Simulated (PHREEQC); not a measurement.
## Metal-bearing waste water (model solution)

Dissolve 0.00088 mol ZnSO4, 4.2e-06 mol CuCl2 and 0.0078 mol NaH2PO4 per kg of water at 25 °C. Closed to the air; pH follows from the charge balance.

All values are PHREEQC results (ion-association model, wateq4f.dat), not measurements.

The pH comes out as 4.76. The ionic strength comes out as 0.0111 mol/kgw.

```csv
species,molality,activity,log γ
Na+,0.00778,0.00699,-0.046
H2PO4-,0.00774,0.00698,-0.045
Zn+2,0.000814,0.000540,-0.178
SO4-2,0.000792,0.000519,-0.184
ZnSO4,6.56e-5,6.58e-5,0.001
HPO4-2,3.77e-5,2.47e-5,-0.183
NaSO4-,2.02e-5,1.82e-5,-0.045
H+,1.92e-5,1.75e-5,-0.041
H3PO4,1.79e-5,1.80e-5,0.001
Cl-,8.39e-6,7.52e-6,-0.048
Cu+2,3.92e-6,2.61e-6,-0.178
```

This is a speciation only: nothing precipitates in the calculation. H3PO4, which wateq4f.dat lacks, is added to it with the constant of phreeqc.dat. The database has no phosphate complexes of Cu, Zn.
